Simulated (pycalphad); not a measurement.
All values are pycalphad results on the COST 507 light-alloy database (1999) (1 atm), not direct measurements. The database dates from 1999; later assessments differ in places, in temperatures and in the compounds included. Kinetics are ignored, which matters at the lower temperatures.

Question: How does the equilibrium phase assembly of Ti-9.29B (wt.%) change on cooling from 2577 °C to 252 °C?

Answer: 
```
T (°C)  phases above  phases below
------  ------------  ------------
2003.3        LIQUID   BM + LIQUID
1540.9   BM + LIQUID   BCC_A2 + BM
882.9    BCC_A2 + BM   BM + HCP_A3
```
Changes were sought between steps of 75 K, so a narrower field can be missed.

Database names, with the compositions (at.%) that they take in these runs: BM: Ti 50 B 50. BCC_A2 is bcc; HCP_A3 is hcp.
